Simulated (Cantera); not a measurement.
An adiabatic, constant-pressure homogeneous reactor starts with 18.3 % H2, 17.2 % O2, 64.5 % N2, equivalence ratio 0.53, at 1473 K and 5.00 bar.

Cantera simulation using the H2/O2 subset of GRI-Mech 3.0, which has no nitrogen chemistry; the numbers are that mechanism's predictions, not measurements. The hydrogen kinetics of GRI-Mech 3.0 are dated; newer H2 mechanisms differ, most at raised pressure.

**Question.** Predict: time of steepest temperature rise; temperature at 0.800 s; equilibrium temperature; x(H2) at 0.800 s; x(O2) at 0.800 s; x(OH) at 0.800 s; x(H2O) at 0.800 s; x(H2O2) at 0.800 s.

**Answer.** 
```
Item                                                                 Value
---------------------------------  ---------------------------------------
time of steepest temperature rise                                  3.20 µs
temperature at 0.800 s                                              2632 K
equilibrium temperature                                             2632 K
x(H2) at 0.800 s                   0.00317 (gas-phase equilibrium 0.00317)
x(O2) at 0.800 s                     0.0844 (gas-phase equilibrium 0.0844)
x(OH) at 0.800 s                     0.0156 (gas-phase equilibrium 0.0156)
x(H2O) at 0.800 s                      0.188 (gas-phase equilibrium 0.188)
x(H2O2) at 0.800 s                 1.13e-6 (gas-phase equilibrium 1.13e-6)
```
